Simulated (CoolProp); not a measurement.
Vapour pressure (kPa) of CH2F2 (R32): the reference equation beside estimates from Tc = 351.3 K, pc = 5783 kPa, ω = 0.277. Clausius-Clapeyron is anchored at 196.2 K with a constant enthalpy of vaporisation of 21.21 kJ/mol.

The numbers come from the reference Helmholtz-energy equation of state, Tillner-Roth 1997 in CoolProp.

```json
[
 {"T (K)": "196.2", "reference": "23.00", "Lee-Kesler": "21.19", "Clausius-Clapeyron": "23.00", "Redlich-Kwong": "53.58", "Peng-Robinson": "22.45"},
 {"T (K)": "207.1", "reference": "45.86", "Lee-Kesler": "43.35", "Clausius-Clapeyron": "45.60", "Redlich-Kwong": "98.31", "Peng-Robinson": "45.02"},
 {"T (K)": "218", "reference": "84.50", "Lee-Kesler": "81.58", "Clausius-Clapeyron": "84.42", "Redlich-Kwong": "167.4", "Peng-Robinson": "83.35"},
 {"T (K)": "228.9", "reference": "145.7", "Lee-Kesler": "143.1", "Clausius-Clapeyron": "147.4", "Redlich-Kwong": "268.1", "Peng-Robinson": "144.4"},
 {"T (K)": "239.8", "reference": "237.6", "Lee-Kesler": "236.3", "Clausius-Clapeyron": "244.6", "Redlich-Kwong": "407.9", "Peng-Robinson": "236.3"},
 {"T (K)": "250.7", "reference": "369.5", "Lee-Kesler": "371.0", "Clausius-Clapeyron": "388.5", "Redlich-Kwong": "594.4", "Peng-Robinson": "368.7"},
 {"T (K)": "261.7", "reference": "553.9", "Lee-Kesler": "559.3", "Clausius-Clapeyron": "595.9", "Redlich-Kwong": "837.9", "Peng-Robinson": "554.3"},
 {"T (K)": "272.6", "reference": "798.9", "Lee-Kesler": "809.1", "Clausius-Clapeyron": "880.0", "Redlich-Kwong": "1141", "Peng-Robinson": "801.6"},
 {"T (K)": "283.5", "reference": "1118", "Lee-Kesler": "1134", "Clausius-Clapeyron": "1261", "Redlich-Kwong": "1514", "Peng-Robinson": "1125"},
 {"T (K)": "294.4", "reference": "1526", "Lee-Kesler": "1546", "Clausius-Clapeyron": "1760", "Redlich-Kwong": "1963", "Peng-Robinson": "1538"}
]
```

Absolute difference from the reference over all 10 rows, mean and median: Lee-Kesler 2.5 and 1.4 %, Clausius-Clapeyron 5.6 and 4.0 %, Redlich-Kwong 72.0 and 66.3 %, Peng-Robinson 0.9 and 0.7 %.
